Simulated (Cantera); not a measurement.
A Cantera script and what it prints.

```python
import numpy as np
import cantera as ct

gas_names = [...]  # 105 gases of nasa_gas.yaml made of C, H, N, Si
cond_names = """
    C(gr) C6H6(L) C7H8(L) C8H18(L),n-octa Si(cr) Si(L) SiC(b) Si3N4(a)
""".split()


# ... load() reads the species with a 1 bar reference pressure and builds the phases ...
atoms = {
    'Si3N4': {'Si': 3, 'N': 4},
    'C': {'C': 1},
    'H2': {'H': 2},
}
top_T = {'C(gr)': 4500, 'SiC(b)': 3050, 'Si3N4(a)': 2400}  # K; cautious upper limits of use, not melting points


# ... equilibrate(T, P, feed) seeds the gas with the atoms and calls Mixture.equilibrate('TP', solver="vcs", rtol=1e-11, max_steps=5000) ...
results = []
feed = {'Si3N4': 1, 'C': 0.012, 'H2': 0.51}  # mol
T = 1498  # K
P = 4800  # Pa
mix = equilibrate(T, P, feed)
results.append((T, P, feed, dict(zip(mix.species_names, mix.species_moles))))
x = sorted(zip(gas.X, gas.species_names), reverse=True)
print(f"T = {T:g} K  P = {P:g} Pa  gas = {mix.phase_moles(0):.4g} mol")
print("   x: " + "  ".join(f"{s} {v:.3e}" for v, s in x if v > 1e-05))
print("   condensed (mol): " + ("  ".join(f"{mix.phase(i).name} {mix.phase_moles(i):.4g}"
      for i in range(1, mix.n_phases) if mix.phase_moles(i) > 1e-12) or "none"))
```

Output:

```
T = 1498 K  P = 4800 Pa  gas = 0.518 mol
   x: H2 9.845e-01  N2 1.543e-02  H 7.782e-05
   condensed (mol): SiC(b) 0.01199  Si3N4(a) 0.996
```

Equilibrium computed with Cantera from the NASA thermochemical tables; the gas is ideal and each condensed phase is pure. Mutual solubility and eutectic melting of coexisting phases are not modelled.
